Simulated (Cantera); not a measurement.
Charge: 1 mol Hg, 0.33 mol O2, a varied amount of H2, held at 1173.15 K and 70.0 Pa.

These are equilibrium values from Cantera (NASA tables, ideal gas, pure condensed phases), not measurements of a reactor. Candidate condensed phases: H2O, Hg, HgO; 10 gas species. Kinetics and transport are ignored.

Q: At 0.18 mol H2, list the 4 most abundant gas species with their mole fractions, and the condensed phases.

A: Hg 0.704, O2 0.169, H2O 0.127, OH 1.35e-5. Condensed: gas only.
